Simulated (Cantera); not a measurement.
**Silicon carbide growth: SiHCl3 + C3H8 + H2**

Charge: 1 mol SiHCl3, 0.023 mol C3H8, a varied amount of H2, at 1175 K and 25.5 Torr.

Equilibrium computed with Cantera from the NASA thermochemical tables; the gas is ideal and each condensed phase is pure. Candidate condensed phases: C, C6H6, C7H8, C8H18, Si, SiC; 109 gas species. Mutual solubility and eutectic melting of coexisting phases are not modelled. The tables' values for SiCl3 are old estimates; treat these amounts as uncertain. Equilibrium is a limit: real reactors are often held back by kinetics, nucleation or transport.

```tsv
n(H2) (mol)	log p H2	log p HCl	log p SiCl2	log p SiCl4	log p SiHCl3	log p SiCl3	log p SiH2Cl2	log p SiH3Cl	n Si(s)	n SiC(s)
70	-1.48	-2.99	-4.14	-4.51	-4.63	-4.82	-5.64	-7.22	0.623	0.0689
90	-1.48	-3.06	-4.28	-4.80	-4.85	-5.04	-5.79	-7.29	0.680	0.0689
120	-1.48	-3.15	-4.47	-5.17	-5.13	-5.32	-5.97	-7.38	0.737	0.0689
150	-1.48	-3.23	-4.63	-5.49	-5.36	-5.55	-6.13	-7.46	0.775	0.0689
190	-1.47	-3.32	-4.80	-5.84	-5.62	-5.82	-6.30	-7.54	0.809	0.0688
240	-1.47	-3.41	-4.98	-6.20	-5.89	-6.09	-6.48	-7.63	0.835	0.0688
310	-1.47	-3.51	-5.19	-6.61	-6.20	-6.39	-6.68	-7.73	0.858	0.0687
400	-1.47	-3.61	-5.40	-7.03	-6.51	-6.71	-6.89	-7.83	0.875	0.0686
520	-1.47	-3.72	-5.62	-7.46	-6.84	-7.03	-7.11	-7.94	0.889	0.0685
660	-1.47	-3.82	-5.82	-7.87	-7.14	-7.34	-7.31	-8.04	0.898	0.0684
850	-1.47	-3.93	-6.03	-8.30	-7.46	-7.66	-7.52	-8.15	0.906	0.0682
1100	-1.47	-4.04	-6.25	-8.74	-7.79	-7.99	-7.74	-8.26	0.912	0.0680
1400	-1.47	-4.14	-6.46	-9.15	-8.10	-8.30	-7.95	-8.36	0.917	0.0677
```
log p: log10 of the partial pressure in bar; n: condensed amount in mol.

From 70 mol H2 to 1400 mol H2 the condensed part is Si(s) + SiC(s). The main Si-bearing gas is SiCl2 throughout. The share of Si in condensed phases is highest at 1400 mol H2 (98.4 %) and lowest at 70 mol H2 (69.2 %).
